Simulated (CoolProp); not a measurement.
Vapour-liquid equilibrium of R113 (1) + n-hexane (2) at 0.0198 MPa; x and y are mole fractions of (1).

Computed with CoolProp (multi-fluid Helmholtz-energy mixture model, Marx 1992 and Thol 2019; pair parameters Bell 2016).

| x | bubble temperature (°C) | y at the bubble point | dew temperature at overall composition x (°C) | liquid density (mol/L) |
|---|---|---|---|---|
| 0.05 | 22.3 | 0.140 | 23.8 | 7.657 |
| 0.2 | 17.1 | 0.416 | 21.2 | 7.809 |
| 0.35 | 13.7 | 0.582 | 18.4 | 7.951 |
| 0.5 | 11.2 | 0.700 | 15.4 | 8.090 |
| 0.65 | 9.2 | 0.795 | 12.3 | 8.231 |
| 0.8 | 7.6 | 0.882 | 9.1 | 8.378 |
| 0.95 | 6.2 | 0.969 | 6.5 | 8.530 |

No azeotrope shows between x = 0.05 and 0.95.

Pair parameters are fitted to limited data, so mixtures are less certain than the pure fluids.
